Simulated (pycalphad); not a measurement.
**Phase fractions of Al-71.2Mg-14Si (at.%)**

Source of the numbers: pycalphad with the COST 507 light-alloy database (1999); pressure 1 atm. These are 1990s assessments: newer ones move some temperatures and phases. Amounts are mole fractions of atoms. Kinetics are ignored, which matters at the lower temperatures.

| T (°C) | LIQUID | MG2SI | HCP_A3 | ALMG_GAMMA |
|---|---|---|---|---|
| 927 | 1.000 | - | - | - |
| 877 | 0.870 | 0.130 | - | - |
| 827 | 0.772 | 0.228 | - | - |
| 777 | 0.707 | 0.293 | - | - |
| 727 | 0.662 | 0.338 | - | - |
| 677 | 0.631 | 0.369 | - | - |
| 627 | 0.610 | 0.390 | - | - |
| 577 | 0.597 | 0.403 | - | - |
| 527 | 0.589 | 0.411 | - | - |
| 477 | 0.561 | 0.416 | 0.023 | - |
| 427 | - | 0.420 | 0.292 | 0.288 |
| 377 | - | 0.420 | 0.275 | 0.305 |
| 327 | - | 0.420 | 0.261 | 0.319 |
| 277 | - | 0.420 | 0.250 | 0.330 |
| 227 | - | 0.420 | 0.241 | 0.339 |
| 177 | - | 0.420 | 0.235 | 0.345 |
| 127 | - | 0.420 | 0.230 | 0.350 |
| 77 | - | 0.420 | 0.226 | 0.354 |

Database names, with the compositions (at.%) that they take in these runs: MG2SI: Mg 67 Si 33; ALMG_GAMMA: Mg 59 Al 40. HCP_A3 is hcp.
